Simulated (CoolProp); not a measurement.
A single-stage vapour-compression cycle with hydrogen sulfide: evaporating at 292.15 K (dew point), condensing at 317.15 K (bubble point), superheat 5 K, subcooling 2 K, compressor efficiency 0.85, no pressure losses. Each further row changes one setting.

Computed with CoolProp (reference Helmholtz-energy equation of state, Lemmon 2006). It is a short technical equation, of lower accuracy than the large ones.

| case | cooling COP | pressure ratio | discharge temperature (K) | refrigerating effect (kJ/kg) | volumetric capacity (kJ/m³) |
|---|---|---|---|---|---|
| as stated | [?] | 1.80 | 351.1 | 382 | 10800 |
| evaporating temperature 297.15 K | [?] | 1.59 | 344.6 | [?] | [?] |
| condensing temperature 312.15 K | 10.8 | 1.61 | 340.3 | 394 | [?] |
| subcooling 7 K | 8.69 | 1.80 | 351.1 | 394 | [?] |
| superheat 15 K | 8.25 | 1.80 | [?] | 396 | 10600 |
| compressor efficiency 0.75 | [?] | 1.80 | 355.5 | 382 | 10800 |

Q: What belongs in the gaps?

A: 
- as stated, cooling COP: 8.42
- evaporating temperature 297.15 K, cooling COP: 10.9
- evaporating temperature 297.15 K, refrigerating effect (kJ/kg): 383
- evaporating temperature 297.15 K, volumetric capacity (kJ/m³): 12300
- condensing temperature 312.15 K, volumetric capacity (kJ/m³): 11100
- subcooling 7 K, volumetric capacity (kJ/m³): 11200
- superheat 15 K, discharge temperature (K): 362.8
- compressor efficiency 0.75, cooling COP: 7.43
